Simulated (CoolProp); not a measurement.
Model: reference Helmholtz-energy equation of state, Lemmon 2006, in CoolProp. It is a short technical equation, of lower accuracy than the large ones.

Problem. Give the vapour pressure (kPa), liquid density (kg/m³), vapour density (kg/m³), enthalpy of vaporisation (kJ/kg) of saturated acetone at 306.7, 388.5, 395.9 K.

Solution. 
```csv
T (K),p (kPa),liquid density (kg/m³),vapour density (kg/m³),enthalpy of vaporisation (kJ/kg)
306.7,43.9,775,1.03,525
388.5,543,673,11.4,428
395.9,644,662,13.5,417
```
